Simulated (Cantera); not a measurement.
## Catalytic stagnation flow on Pt

A jet of 2.44 % CH4, 17.3 % O2, 80.3 % N2, equivalence ratio 0.28 at 300 K and 0.296 atm hits a platinum plate 6.4 cm away at a mass flux of 0.045 kg/m²/s; the plate temperature is set and raised in steps from an oxygen-covered start.

Cantera simulation using Deutschmann's 1995 Pt surface mechanism with GRI-Mech 3.0 gas chemistry; the numbers are that mechanism's predictions, not measurements. Catalytic surfaces can have several steady states; this one follows from the mechanism file's or the stated starting coverage.

```
plate T (K)  wall x CH4  wall x O2  wall x H2O  wall x OH  wall x CO  wall x CO2  θ free Pt   θ O*    θ OH*
-----------  ----------  ---------  ----------  ---------  ---------  ----------  ---------  -----  -------
900              0.0132      0.149      0.0209    2.17e-8    4.11e-6      0.0137      0.132  0.866  0.00178
950             0.00862      0.139      0.0293    6.48e-8    3.68e-6      0.0193      0.187  0.811  0.00198
1000            0.00561      0.133      0.0348    1.73e-7    3.20e-6      0.0230      0.247  0.751  0.00198
1050            0.00379      0.129      0.0380    4.13e-7    2.84e-6      0.0251      0.308  0.690  0.00188
1100            0.00229      0.126      0.0404    9.65e-7    4.95e-6      0.0265      0.370  0.629  0.00174
1150            0.00138      0.124      0.0422    1.92e-6    6.29e-6      0.0275      0.430  0.568  0.00158
1200           0.000693      0.123      0.0437    3.57e-6    7.61e-6      0.0284      0.489  0.509  0.00143
```
x: mole fraction at the wall; θ: surface coverage.
